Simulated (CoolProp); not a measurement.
The fluid at 298.15 K and 2.94 MPa flows at 14 m/s in a round tube of 25 mm bore and 1.5 µm roughness, fully developed (64/Re and Nu = 3.66 if laminar; Colebrook and Gnielinski if turbulent). The same conditions are run with several fluids, on thermodynamics alone (safety and materials aside).

Computed with CoolProp (reference Helmholtz-energy equation of state of each fluid (R134a: Tillner-Roth 1994; R404A: Lemmon 2003; R143a: Lemmon and Jacobsen 2000; m-xylene: Zhou 2012; n-hexane: Thol 2019)). Blends and air are pseudo-pure fits.

| fluid | Reynolds number | Darcy friction factor | pressure drop (Pa/m) | heat-transfer coefficient (W/(m² K)) | mass flow (kg/h) |
|---|---|---|---|---|---|
| R134a | 2100000 | 0.0120 | 57300 | 22000 | … |
| R404A | 2790000 | … | 49000 | 21800 | 26300 |
| R143a | 2860000 | 0.0117 | 43600 | 21900 | … |
| m-xylene | 507000 | 0.0139 | … | 14100 | 21300 |
| n-hexane | 750000 | 0.0132 | 34200 | 16100 | 16300 |

Q: Some entries are withheld; supply them.

A: 
- R134a, mass flow (kg/h): 30200
- R404A, Darcy friction factor: 0.0118
- R143a, mass flow (kg/h): 23400
- m-xylene, pressure drop (Pa/m): 47100

Transport values come from each fluid's own correlations; those of R134a, R143a are estimates that may be off by 10 % or more.
